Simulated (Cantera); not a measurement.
Input: 1 mol AlN, 11 mol HCl, 18 mol N2, at 0.0220 bar.

These are equilibrium values from Cantera (NASA tables, ideal gas, pure condensed phases), not measurements of a reactor. Candidate condensed phases: Al, AlCl3, AlN, NH4Cl; 20 gas species. The tables' values for AlCl2 are old estimates; treat these amounts as uncertain. Rates play no part.

x: gas mole fraction; nothing condenses.

```json
[
 {"T (K)": "773", "x N2": "0.638", "x HCl": "0.276", "x H2": "0.0517", "x AlCl3": "0.0342", "x AlCl2": "7.36e-11", "x Cl": "[?]"},
 {"T (K)": "848", "x N2": "0.638", "x HCl": "0.276", "x H2": "0.0517", "x AlCl3": "0.0344", "x AlCl2": "1.30e-9", "x Cl": "[?]"},
 {"T (K)": "923", "x N2": "0.638", "x HCl": "0.276", "x H2": "0.0517", "x AlCl3": "0.0345", "x AlCl2": "1.41e-8", "x Cl": "[?]"},
 {"T (K)": "998", "x N2": "0.638", "x HCl": "0.276", "x H2": "0.0517", "x AlCl3": "0.0345", "x AlCl2": "1.07e-7", "x Cl": "[?]"},
 {"T (K)": "1073", "x N2": "0.638", "x HCl": "0.276", "x H2": "0.0517", "x AlCl3": "0.0345", "x AlCl2": "6.08e-7", "x Cl": "[?]"},
 {"T (K)": "1148", "x N2": "0.638", "x HCl": "0.276", "x H2": "0.0517", "x AlCl3": "0.0345", "x AlCl2": "2.74e-6", "x Cl": "[?]"},
 {"T (K)": "1223", "x N2": "0.638", "x HCl": "0.276", "x H2": "0.0517", "x AlCl3": "0.0345", "x AlCl2": "1.02e-5", "x Cl": "[?]"},
 {"T (K)": "1298", "x N2": "0.638", "x HCl": "0.276", "x H2": "0.0517", "x AlCl3": "0.0344", "x AlCl2": "3.26e-5", "x Cl": "[?]"},
 {"T (K)": "1373", "x N2": "0.638", "x HCl": "0.276", "x H2": "0.0517", "x AlCl3": "0.0344", "x AlCl2": "9.12e-5", "x Cl": "[?]"},
 {"T (K)": "1448", "x N2": "0.638", "x HCl": "0.276", "x H2": "0.0516", "x AlCl3": "0.0342", "x AlCl2": "0.000228", "x Cl": "[?]"},
 {"T (K)": "1523", "x N2": "0.638", "x HCl": "0.276", "x H2": "0.0514", "x AlCl3": "0.0339", "x AlCl2": "0.000517", "x Cl": "[?]"},
 {"T (K)": "1598", "x N2": "0.637", "x HCl": "0.277", "x H2": "0.0511", "x AlCl3": "0.0332", "x AlCl2": "0.00107", "x Cl": "[?]"},
 {"T (K)": "1673", "x N2": "0.637", "x HCl": "0.278", "x H2": "0.0504", "x AlCl3": "0.0319", "x AlCl2": "0.00200", "x Cl": "[?]"},
 {"T (K)": "1748", "x N2": "0.635", "x HCl": "0.279", "x H2": "0.0490", "x AlCl3": "0.0296", "x AlCl2": "0.00339", "x Cl": "[?]"}
]
```

**Question.** What belongs in the gaps?

**Answer.** 
- 773, x Cl: 7.84e-12
- 848, x Cl: 1.56e-10
- 923, x Cl: 1.93e-9
- 998, x Cl: 1.64e-8
- 1073, x Cl: 1.04e-7
- 1148, x Cl: 5.16e-7
- 1223, x Cl: 2.12e-6
- 1298, x Cl: 7.40e-6
- 1373, x Cl: 2.26e-5
- 1448, x Cl: 6.15e-5
- 1523, x Cl: 0.000152
- 1598, x Cl: 0.000348
- 1673, x Cl: 0.000742
- 1748, x Cl: 0.00150
